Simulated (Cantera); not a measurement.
Mixture: H2 : O2 : N2 = 1 : 0.385 : 1.45 (molar parts), at 2600000 Pa, adiabatic and at constant pressure. Ignition delay is the time to a rise of 400 K.

Detailed kinetics in Cantera: GRI-Mech 3.0 (53 species, 325 reactions). The hydrogen kinetics of GRI-Mech 3.0 are dated; newer H2 mechanisms differ, most at raised pressure. The pressure lies above the range GRI-Mech 3.0 was tuned for (to about 10 atm). Where the delays flatten at high temperature, the 400 K rule measures the pace of heat release, not the induction time.

Problem. Predict: delay at 1198 K; delay at 1298 K; delay at 1398 K; delay at 1498 K; delay at 1598 K; apparent activation energy between 1548 and 1648 K.

Solution. 
```
Item                                                    Value
--------------------------------------------------  ---------
delay at 1198 K                                      0.108 ms
delay at 1298 K                                       18.1 µs
delay at 1398 K                                       2.52 µs
delay at 1498 K                                      0.816 µs
delay at 1598 K                                      0.471 µs
apparent activation energy between 1548 and 1648 K  93 kJ/mol
```
